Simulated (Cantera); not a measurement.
A diamond (100) surface in a fixed gas of H2 with x(CH4) = 0.0072, x(H) = 0.00025, x(CH3) = 1.4e-05, at 975 K; coverages are run to steady state.

Detailed kinetics in Cantera: the Harris–Goodwin 1993 mechanism for the reconstructed diamond (100) surface.

θ: site fractions in the mechanism's names (c6HH fully hydrogenated, c6H* and c6*H radical sites, c6** diradical, c6HM methylated).

```csv
P (Pa),growth (µm/h),θ c6HH,θ c6H*,θ c6*H,θ c6**,θ c6HM
1100,0.0236,0.622,0.0155,0.342,0.00622,0.0108
1700,[?],0.619,0.0155,0.340,0.00620,[?]
2600,0.0869,0.617,0.0154,0.339,0.00617,0.0170
3800,[?],0.614,0.0153,0.338,0.00615,[?]
5700,0.246,0.612,0.0153,0.337,0.00613,0.0222
8600,0.406,0.611,0.0152,0.336,0.00611,0.0243
13000,0.654,0.609,0.0152,0.335,0.00609,0.0259
19000,0.995,0.608,0.0152,0.334,0.00608,0.0270
```

Task: Fill in the missing entries.

Result: 
- 1700, growth (µm/h): 0.0466
- 1700, θ c6HM: 0.0139
- 3800, growth (µm/h): 0.146
- 3800, θ c6HM: 0.0197
